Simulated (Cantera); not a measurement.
A freely propagating, adiabatic, planar premixed flame of CH3OH : O2 : N2 : H2O = 1 : 1.25 : 4.7 : 0.27 (molar parts), unburnt at 350 K and 0.217 atm; mixture-averaged transport, grid criteria slope 0.08 and curve 0.16, no radiation.

Computed with Cantera and GRI-Mech 3.0 (53 species, 325 reactions). GRI-Mech 3.0 was tuned for natural gas; its chemistry of methanol as a main component is partial and can be far from experiment. Burning velocities carry a grid error of a few per cent, more on coarse grids.

Question: Predict: laminar burning velocity; thermal thickness; peak x(C2H).

Answer: 
```
Item                          Value
------------------------  ---------
laminar burning velocity  74.7 cm/s
thermal thickness           1.11 mm
peak x(C2H)                   <1e-8
```
